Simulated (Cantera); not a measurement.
# Premixed flame

A freely propagating, adiabatic, planar premixed flame of H2 : O2 : N2 : H2O = 1 : 0.25 : 1.2 : 0.53 (molar parts), unburnt at 400 K and 30000 Pa; mixture-averaged transport, grid criteria slope 0.08 and curve 0.16, no radiation.

Computed with Cantera and the H2/O2 subset of GRI-Mech 3.0, which has no nitrogen chemistry. Burning velocities carry a grid error of a few per cent, more on coarse grids.

| z (mm) | T (K) | u (m/s) | x H2 | x O2 | x H2O | x HO2 | x O | x OH |
|---|---|---|---|---|---|---|---|---|
| -4.71 | 400 | 2.27 | 0.336 | 0.0839 | 0.178 | <1e-8 | <1e-8 | <1e-8 |
| -3.14 | 400 | 2.27 | 0.336 | 0.0839 | 0.178 | <1e-8 | <1e-8 | <1e-8 |
| -2.35 | 400 | 2.27 | 0.336 | 0.0839 | 0.178 | <1e-8 | <1e-8 | <1e-8 |
| -1.57 | 400 | 2.27 | 0.335 | 0.0839 | 0.178 | 2.47e-7 | <1e-8 | <1e-8 |
| -0.785 | 423 | 2.38 | 0.328 | 0.0844 | 0.181 | 0.000122 | 2.14e-6 | 1.32e-5 |
| -0.392 | 606 | 3.34 | 0.304 | 0.0795 | 0.200 | 0.000158 | 6.48e-5 | 0.000373 |
| 0 | 905 | 4.88 | 0.259 | 0.0626 | 0.243 | 5.78e-5 | 0.000482 | 0.000453 |
| 0.392 | 1135 | 6.06 | 0.207 | 0.0346 | 0.300 | 2.26e-5 | 0.00130 | 0.000966 |
| 0.785 | 1261 | 6.72 | 0.174 | 0.0128 | 0.342 | 7.39e-6 | 0.00112 | 0.00140 |
| 1.57 | 1362 | 7.22 | 0.161 | 0.00143 | 0.365 | 7.57e-7 | 0.000451 | 0.00160 |
| 3.14 | 1439 | 7.59 | 0.164 | 0.000300 | 0.369 | 1.55e-7 | 0.000270 | 0.00160 |
| 6.28 | 1508 | 7.92 | 0.170 | 0.000156 | 0.372 | 8.02e-8 | 0.000152 | 0.00138 |
| 12.6 | 1561 | 8.17 | 0.174 | 7.02e-5 | 0.374 | 3.81e-8 | 7.00e-5 | 0.00104 |
x: mole fraction of selected species; z is measured from the peak of heat release.

```yaml
laminar_burning_velocity: 227 cm/s
thermal_thickness: 1.57 mm
peak x(HO2): 0.000222
peak x(O): 0.00136
peak x(OH): 0.00163
grid_points: 118
```
